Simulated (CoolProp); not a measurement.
Vapour-liquid equilibrium of ethanol (1) + ethylbenzene (2) at 352.5 K; x and y are mole fractions of (1).

Model: multi-fluid Helmholtz-energy mixture model, Schroeder 2014 and Zhou 2012; pair parameters Bell 2016, in CoolProp.

| x | bubble pressure (MPa) | y at the bubble point | dew pressure at overall composition x (MPa) | liquid density (mol/L) |
|---|---|---|---|---|
| 0.05 | 0.04037 | 0.607 | 0.01721 | 7.858 |
| 0.125 | 0.06378 | 0.763 | 0.01866 | 8.164 |
| 0.2 | 0.07737 | 0.812 | 0.02037 | 8.500 |
| 0.275 | 0.08508 | 0.834 | 0.02243 | 8.870 |
| 0.35 | 0.08939 | 0.846 | 0.02494 | 9.282 |
| 0.425 | 0.09185 | 0.853 | 0.02808 | 9.740 |
| 0.5 | 0.09346 | 0.859 | 0.03212 | 10.25 |
| 0.575 | 0.09481 | 0.864 | 0.03748 | 10.83 |
| 0.65 | 0.09628 | 0.870 | 0.04496 | 11.48 |
| 0.725 | 0.09802 | 0.881 | 0.05603 | 12.22 |
| 0.8 | 0.1001 | 0.897 | 0.07368 | 13.06 |
| 0.875 | 0.1023 | 0.922 | 0.09711 | 14.02 |
| 0.95 | 0.1042 | 0.962 | 0.1038 | 15.13 |

No azeotrope shows between x = 0.05 and 0.95.

The pair parameters rest on a limited set of measurements; away from them the model extrapolates. With so large a gap from Raoult's law the liquid may split in two, which this calculation doesn't test in full.
